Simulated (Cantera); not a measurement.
Thermodynamics of carbon deposition, reforming and gasification, feed CH3OH + CO2 + N2

Feed: 1 mol CH3OH, 2.2 mol CO2, 1.4 mol N2, held at 3800 Pa.

Cantera equilibrium calculation (NASA polynomials, part measured and part estimated; ideal gas, pure solids and liquids). Candidate condensed phases: C, C6H6, C7H8, C8H18, H2O; 136 gas species. Rates play no part.

```tsv
T (K)	log p CO	log p CO2	log p H2	log p N2	log p H2O	log p H	log p OH	log p O	log p O2
850	-2.06	-2.02	-2.07	-2.09	-2.52	-11.72	<-13	<-13	<-13
1000	-2.00	-2.07	-2.14	-2.09	-2.37	-9.71	-12.60	<-13	<-13
1150	-1.96	-2.13	-2.20	-2.09	-2.29	-8.23	-10.53	<-13	<-13
1300	-1.94	-2.17	-2.25	-2.09	-2.23	-7.08	-8.95	<-13	<-13
1450	-1.92	-2.20	-2.29	-2.09	-2.20	-6.17	-7.70	-11.63	-11.86
1600	-1.90	-2.23	-2.32	-2.09	-2.17	-5.43	-6.68	-9.86	-10.05
1750	-1.89	-2.25	-2.35	-2.09	-2.15	-4.81	-5.84	-8.40	-8.55
1900	-1.88	-2.27	-2.38	-2.09	-2.14	-4.29	-5.14	-7.17	-7.29
2050	-1.88	-2.29	-2.40	-2.09	-2.13	-3.84	-4.53	-6.12	-6.22
2200	-1.88	-2.30	-2.43	-2.10	-2.13	-3.46	-4.02	-5.21	-5.29
2350	-1.87	-2.32	-2.45	-2.10	-2.14	-3.13	-3.58	-4.43	-4.49
2500	-1.87	-2.36	-2.48	-2.11	-2.17	-2.84	-3.22	-3.76	-3.84
2650	-1.87	-2.45	-2.49	-2.13	-2.26	-2.58	-2.95	-3.23	-3.39
2800	-1.87	-2.62	-2.51	-2.17	-2.42	-2.34	-2.80	-2.83	-3.14
```
log p: log10 of the partial pressure in bar; nothing condenses.

From 850 K to 2800 K nothing is condensed. The main C-bearing gas is CO2 at 850 K and CO at 2800 K.
